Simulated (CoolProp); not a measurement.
Computed with CoolProp (reference Helmholtz-energy equation of state, Lemmon 2006). It is a short technical equation, of lower accuracy than the large ones.

Question: Give the vapour pressure (bar), enthalpy of vaporisation (kJ/kg), vapour Z, vapour viscosity (µPa s) of saturated n-nonane at 374.1, 454.3, 488.7 K.

Answer: 
| T (K) | p (bar) | enthalpy of vaporisation (kJ/kg) | vapour Z | vapour viscosity (µPa s) |
|---|---|---|---|---|
| 374.1 | 0.218 | 319 | 0.981 | 6.74 |
| 454.3 | 2.13 | 267 | 0.902 | 8.07 |
| 488.7 | 4.32 | 239 | 0.839 | 8.70 |

Viscosity comes from a separate model (Huber 2004).
